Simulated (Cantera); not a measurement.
A Cantera script and what it prints.

```python
import numpy as np
import cantera as ct

gas_names = """
    CL CL2 H HCL H2 Si SiCL SiCL2 SiCL3 SiCL4 SiH SiHCL3 SiH2 SiH2CL2 SiH3 SiH3CL SiH4 Si2 Si3
""".split()
cond_names = """
    Si(cr) Si(L)
""".split()


def load(file, names, dense=False):
    # The tables refer to 1 bar. Condensed volumes are neglected.
    table = {s.name: s for s in ct.Species.list_from_file(file)}
    out = []
    for n in names:
        d = dict(table[n].input_data)
        d["thermo"] = dict(d["thermo"], **{"reference-pressure": 1e5})
        if dense:
            d["equation-of-state"] = {"model": "constant-volume", "density": "1e6 g/cm^3"}
        out.append(ct.Species.from_dict(d))
    return out


gas = ct.Solution(thermo="ideal-gas", species=load("nasa_gas.yaml", gas_names))
cond = {s.name: ct.Solution(thermo="fixed-stoichiometry", species=[s], name=s.name)
        for s in load("nasa_condensed.yaml", cond_names, dense=True)}
atoms = {
    'Si': {'Si': 1},
    'HCl': {'H': 1, 'CL': 1},
}
top_T = {}  # K; cautious upper limits of use, not melting points


def equilibrate(T, P, feed):
    n = {}
    for name, mol in feed.items():
        for a, k in atoms[name].items():
            n[a] = n.get(a, 0.0) + k * mol
    gas.TPX = T, P, n
    mass = sum(n.values()) * gas.mean_molecular_weight
    gas.equilibrate("TP")
    valid = [c for c in cond.values() if c.min_temp <= T <= top_T.get(c.name, c.max_temp)]
    mix = ct.Mixture([(gas, mass / gas.mean_molecular_weight)] + [(c, 0.0) for c in valid])
    mix.T, mix.P = T, P
    mix.equilibrate("TP", solver="vcs", rtol=1e-11, max_steps=5000)
    return mix


results = []
T = 723.15  # K
P = 490  # Pa
for m in [3.3, 4.6, 5.9, 7.3, 8.6, 9.9, 11, 13, 14, 15]:
    feed = {'Si': 1, 'HCl': m}  # mol
    mix = equilibrate(T, P, feed)
    results.append((T, P, feed, dict(zip(mix.species_names, mix.species_moles))))

top = {s: max(r[3][s] / sum(r[3][g] for g in gas_names) for r in results) for s in gas_names}
cols = sorted((s for s in top if top[s] > 1e-06), key=lambda s: -top[s])[:7]
seen = [c for c in cond_names if any(r[3].get(c, 0) > 1e-12 for r in results)]
print("log10 of partial pressures in bar; condensed amounts in mol")
print(f"{'n(HCl)':>10s}" + "".join(f"{s[:9]:>10s}" for s in cols + seen))
for T, P, feed, n in results:
    ng = sum(n[g] for g in gas_names)
    print(f"{feed['HCl']:10.4g}" + "".join(f"{np.log10(max(n[s] / ng * P / 1e5, 1e-99)):10.3f}" for s in cols)
          + "".join(f"{n.get(c, 0):10.4g}" for c in seen))
```

Output:

```
log10 of partial pressures in bar; condensed amounts in mol
    n(HCl)       HCL        H2     SiCL4    SiHCL3   SiH2CL2     SiCL3     SiCL2    Si(cr)
       3.3    -5.040    -2.494    -2.817    -3.795    -5.932    -6.453    -7.692    0.1557
       4.6    -3.087    -2.565    -2.867    -5.868   -10.029    -8.491   -11.718         0
       5.9    -2.721    -2.699    -3.000    -6.502   -11.162    -9.057   -12.717         0
       7.3    -2.591    -2.808    -3.109    -6.850   -11.750    -9.351   -13.196         0
       8.6    -2.528    -2.890    -3.191    -7.076   -12.120    -9.536   -13.485         0
       9.9    -2.488    -2.958    -3.259    -7.253   -12.405    -9.679   -13.701         0
        11    -2.465    -3.009    -3.310    -7.377   -12.604    -9.778   -13.849         0
        13    -2.435    -3.088    -3.389    -7.566   -12.901    -9.927   -14.068         0
        14    -2.424    -3.123    -3.424    -7.646   -13.028    -9.990   -14.159         0
        15    -2.415    -3.155    -3.456    -7.720   -13.143   -10.047   -14.242         0
```

Cantera equilibrium calculation (NASA polynomials, part measured and part estimated; ideal gas, pure solids and liquids). The tables' values for SiCl3 are old estimates; treat these amounts as uncertain.
